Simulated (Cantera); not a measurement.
What does this Cantera script print?

```python
import numpy as np
import cantera as ct

gas_names = """
    CL CL2 H HCL H2 N NH NH2 NH3 N2 N2H2 N2H4 Si SiCL SiCL2 SiCL3 SiCL4 SiH SiHCL3 SiH2 SiH2CL2 SiH3
    SiH3CL SiH4 SiN Si2 Si2N Si3
""".split()
cond_names = """
    NH4CL(a) NH4CL(b) Si(cr) Si(L) Si3N4(a)
""".split()


# ... load() reads the species with a 1 bar reference pressure and builds the phases ...
atoms = {
    'Si2Cl6': {'Si': 2, 'CL': 6},
    'NH3': {'N': 1, 'H': 3},
    'H2': {'H': 2},
}
top_T = {'Si3N4(a)': 2400}  # K; cautious upper limits of use, not melting points


# ... equilibrate(T, P, feed) seeds the gas with the atoms and calls Mixture.equilibrate('TP', solver="vcs", rtol=1e-11, max_steps=5000) ...
results = []
feed = {'Si2Cl6': 1, 'NH3': 1.5, 'H2': 8.6}  # mol
P = 10000  # Pa
for T in [998, 1098, 1198, 1298, 1398, 1498, 1598, 1698, 1798, 1898, 1998, 2098]:
    mix = equilibrate(T, P, feed)
    results.append((T, P, feed, dict(zip(mix.species_names, mix.species_moles))))

top = {s: max(r[3][s] / sum(r[3][g] for g in gas_names) for r in results) for s in gas_names}
cols = sorted((s for s in top if top[s] > 0.001), key=lambda s: -top[s])[:6]
seen = [c for c in cond_names if any(r[3].get(c, 0) > 1e-12 for r in results)]
print("log10 of partial pressures in bar; condensed amounts in mol")
print(f"{'T/K':>10s}" + "".join(f"{s[:9]:>10s}" for s in cols + seen))
for T, P, feed, n in results:
    ng = sum(n[g] for g in gas_names)
    print(f"{T:10.4g}" + "".join(f"{np.log10(max(n[s] / ng * P / 1e5, 1e-99)):10.3f}" for s in cols)
          + "".join(f"{n.get(c, 0):10.4g}" for c in seen))
```

Result:

```
log10 of partial pressures in bar; condensed amounts in mol
       T/K        H2       HCL     SiCL2     SiCL4        N2     SiCL3     Si(L)  Si3N4(a)
       998    -1.131    -1.716    -6.349    -2.179    -4.412    -4.959         0    0.3725
      1098    -1.133    -1.709    -4.962    -2.197    -4.572    -4.154         0    0.3733
      1198    -1.137    -1.694    -3.860    -2.240    -4.602    -3.523         0    0.3734
      1298    -1.147    -1.659    -3.067    -2.355    -4.344    -3.099         0     0.372
      1398    -1.164    -1.610    -2.587    -2.606    -3.761    -2.912         0    0.3634
      1498    -1.178    -1.595    -2.304    -3.007    -3.144    -2.908         0    0.3259
      1598    -1.181    -1.639    -2.110    -3.535    -2.716    -3.019         0    0.2405
      1698    -1.176    -1.732    -1.975    -4.148    -2.459    -3.210         0    0.1269
      1798    -1.178    -1.796    -1.923    -4.715    -2.289    -3.424    0.1957         0
      1898    -1.182    -1.774    -1.933    -5.115    -2.289    -3.590     0.246         0
      1998    -1.186    -1.756    -1.945    -5.480    -2.290    -3.743    0.2891         0
      2098    -1.191    -1.741    -1.960    -5.815    -2.292    -3.886    0.3167         0
```

These are equilibrium values from Cantera (NASA tables, ideal gas, pure condensed phases), not measurements of a reactor. The feed counts by its element totals alone. The tables' values for SiCl3, SiCl, SiN are old estimates; treat these amounts as uncertain. Gases not in the tables: Si2H6 and higher silanes.
